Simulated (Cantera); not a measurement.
What does this Cantera script print?

```python
import numpy as np
import cantera as ct

surf = ct.Interface("diamond.yaml", "diamond_100")
gas, bulk = surf.adjacent["gas"], surf.adjacent["diamond"]
k = surf.kinetics_species_index(bulk.species_names[0])
cover = ["c6HH", "c6H*", "c6*H", "c6**", "c6HM", "c6B"]

rows, drift = [], 0.0
print(f"{'P':>10s}{'um/h':>11s}" + "".join(f"{s:>11s}" for s in cover))
for v in [590, 900, 1400, 2100, 3300, 5000, 7700, 12000]:
    T, P, xH, xCH3 = 975, v, 0.0022, 1.5e-05
    gas.TPX = T, P, {"H": xH, "CH3": xCH3, "CH4": 0.0031, "H2": 1 - xH - xCH3 - 0.0031}
    surf.TP = bulk.TP = T, P
    surf.coverages = "c6H*:0.1, c6HH:0.9"
    surf.advance_coverages(100.0)
    before = surf.coverages
    surf.advance_coverages(100.0)
    drift = max(drift, np.max(np.abs(surf.coverages - before) / (surf.coverages + 1e-9)))
    rate = surf.net_production_rates[k] * bulk.mean_molecular_weight / bulk.density * 3.6e9
    rows.append([rate, *surf[cover].coverages])
    print(f"{v:10.4g}{rate:11.4e}" + "".join(f"{x:11.3e}" for x in rows[-1][1:]))
```

Result:

```
         P       um/h       c6HH       c6H*       c6*H       c6**       c6HM        c6B
       590 2.9869e-02  6.185e-01  1.607e-02  3.536e-01  7.901e-03  2.939e-03  8.105e-11
       900 5.0284e-02  6.183e-01  1.606e-02  3.534e-01  7.898e-03  3.252e-03  1.364e-10
      1400 8.4174e-02  6.181e-01  1.606e-02  3.533e-01  7.895e-03  3.505e-03  2.284e-10
      2100 1.3232e-01  6.179e-01  1.606e-02  3.532e-01  7.894e-03  3.677e-03  3.591e-10
      3300 2.1547e-01  6.178e-01  1.606e-02  3.531e-01  7.893e-03  3.813e-03  5.847e-10
      5000 3.3369e-01  6.177e-01  1.606e-02  3.531e-01  7.893e-03  3.899e-03  9.055e-10
      7700 5.2175e-01  6.177e-01  1.608e-02  3.531e-01  7.894e-03  3.960e-03  1.416e-09
   1.2e+04 8.2153e-01  6.176e-01  1.609e-02  3.530e-01  7.896e-03  4.001e-03  2.229e-09
```

Model: the Harris–Goodwin 1993 mechanism for the reconstructed diamond (100) surface, integrated in Cantera.
